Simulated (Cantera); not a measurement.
Input (Python, Cantera):

```python
import numpy as np
import cantera as ct

gas = ct.Solution("h2o2.yaml")
gas.TPX = 500, 46000, {'H2': 1, 'O2': 0.549, 'N2': 1.43}
flame = ct.FreeFlame(gas, width=0.069)
flame.set_refine_criteria(ratio=3, slope=0.08, curve=0.16)
flame.transport_model = "mixture-averaged"
flame.solve(loglevel=0, auto=True)
z, T = flame.grid, flame.T
thick = (T[-1] - T[0]) / np.gradient(T, z).max()
show = ['H2', 'O2', 'O', 'HO2', 'H', 'OH']
print(f"laminar burning velocity  {flame.velocity[0] * 100:.3f} cm/s")
print(f"burnt temperature         {T[-1]:.1f} K")
print(f"thermal thickness         {thick * 1e3:.4f} mm")
print(f"grid points               {len(z)}")
z0 = z[flame.heat_release_rate.argmax()]
print(f"{'z/mm':>9s}{'T/K':>9s}{'u/(m/s)':>9s}" + "".join(f"{s:>11s}" for s in show))
rows = []
for k in (-3, -2, -1.5, -1, -0.5, -0.25, 0, 0.25, 0.5, 1, 2, 4, 8):
    zz = z0 + k * thick
    rows.append([k * thick, np.interp(zz, z, T), np.interp(zz, z, flame.velocity),
                 *(np.interp(zz, z, flame.X[gas.species_index(s)]) for s in show)])
    print(f"{rows[-1][0] * 1e3:9.3f}{rows[-1][1]:9.1f}{rows[-1][2]:9.3f}" + "".join(f"{x:11.3e}" for x in rows[-1][3:]))
```

Result:

```
laminar burning velocity  643.353 cm/s
burnt temperature         2583.3 K
thermal thickness         1.0665 mm
grid points               136
     z/mm      T/K  u/(m/s)         H2         O2          O        HO2          H         OH
   -3.199    500.0    6.434  3.357e-01  1.843e-01  1.413e-16  1.517e-14  7.179e-18  2.429e-18
   -2.133    500.0    6.434  3.357e-01  1.843e-01  3.199e-14  3.251e-12  5.507e-15  5.502e-16
   -1.600    500.0    6.434  3.357e-01  1.843e-01  8.570e-13  9.648e-11  5.468e-13  1.479e-14
   -1.066    500.0    6.433  3.357e-01  1.843e-01  1.978e-10  3.035e-08  1.157e-09  4.294e-12
   -0.533    506.4    6.501  3.338e-01  1.846e-01  2.804e-06  1.291e-04  5.591e-05  2.038e-05
   -0.267    709.7    8.910  3.024e-01  1.812e-01  2.615e-04  1.620e-04  6.722e-03  9.199e-04
    0.000   1201.4   14.488  1.671e-01  1.329e-01  8.594e-03  6.214e-05  5.370e-02  4.889e-03
    0.267   1535.6   18.280  6.450e-02  6.316e-02  1.975e-02  2.624e-05  7.955e-02  1.405e-02
    0.533   1686.4   19.914  5.260e-02  5.017e-02  2.103e-02  1.787e-05  7.215e-02  1.855e-02
    1.066   1853.3   21.640  5.184e-02  4.533e-02  1.940e-02  1.301e-05  5.780e-02  2.275e-02
    2.133   2035.0   23.444  4.985e-02  4.096e-02  1.644e-02  9.122e-06  4.287e-02  2.630e-02
    4.266   2219.0   25.197  4.518e-02  3.652e-02  1.281e-02  6.327e-06  2.936e-02  2.833e-02
    8.532   2390.3   26.767  3.830e-02  3.227e-02  9.203e-03  5.064e-06  1.855e-02  2.828e-02
```

Computed with Cantera and the H2/O2 subset of GRI-Mech 3.0, which has no nitrogen chemistry. Burning velocities carry a grid error of a few per cent, more on coarse grids.
